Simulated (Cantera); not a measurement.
**Thermodynamics of silicon epitaxy and polysilicon growth, feed SiCl4 + N2**

Feed: 1 mol SiCl4, 3.6 mol N2, held at 0.660 bar.

Method: chemical equilibrium by Gibbs-energy minimisation in Cantera with the NASA 1993 tables (ideal gas, pure condensed phases). Candidate condensed phases: Si, Si3N4; 13 gas species. The tables' values for SiCl3 are old estimates; treat these amounts as uncertain. Rates play no part.

```csv
T (°C),x N2,x SiCl4,x Cl,x SiCl3
650,0.783,0.217,2.22e-8,7.42e-8
750,0.783,0.217,3.19e-7,7.74e-7
850,0.783,0.217,2.81e-6,5.40e-6
950,0.783,0.217,1.71e-5,2.78e-5
1050,0.783,0.217,7.81e-5,0.000112
1150,0.782,0.217,0.000286,0.000376
1250,0.782,0.216,0.000881,0.00107
1350,0.781,0.214,0.00236,0.00267
1450,0.778,0.210,0.00563,0.00590
1550,0.772,0.202,0.0122,0.0117
```
x: gas mole fraction; nothing condenses.

From 650 °C to 1550 °C nothing is condensed. The main Si-bearing gas is SiCl4 throughout.
